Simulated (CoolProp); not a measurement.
Vapour-liquid equilibrium of n-hexane (1) + dimethyl carbonate (2) at 312.6 K; x and y are mole fractions of (1).

Model: multi-fluid Helmholtz-energy mixture model, Thol 2019 and Zhou 2011; pair parameters Bell 2016, in CoolProp.

```
x     bubble pressure (MPa)  y at the bubble point  dew pressure at overall composition x (MPa)  liquid density (mol/L)
----  ---------------------  ---------------------  -------------------------------------------  ----------------------
0.05                0.02341                  0.401                                      0.01536                   11.28
0.15                0.03271                  0.599                                      0.01704                   10.69
0.25                      ?                      ?                                      0.01913                   10.16
0.35                0.03802                  0.681                                      0.02178                   9.675
0.45                0.03874                      ?                                      0.02524                   9.235
0.55                0.03922                  0.707                                      0.02988                   8.835
0.65                0.03963                      ?                                      0.03604                   8.472
0.75                0.03987                  0.757                                      0.03985                   8.142
0.85                      ?                  0.812                                      0.03912                   7.842
0.95                0.03808                  0.915                                      0.03743                   7.570
```

Some entries are withheld; supply them.


- 0.25, bubble pressure (MPa): 0.03648
- 0.25, y at the bubble point: 0.657
- 0.45, y at the bubble point: 0.694
- 0.65, y at the bubble point: 0.726
- 0.85, bubble pressure (MPa): 0.03959

y crosses x between x = 0.75 and 0.85: the model has an azeotrope there.

Pair parameters are fitted to limited data, so mixtures are less certain than the pure fluids. With so large a gap from Raoult's law the liquid may split in two, which this calculation doesn't test in full.
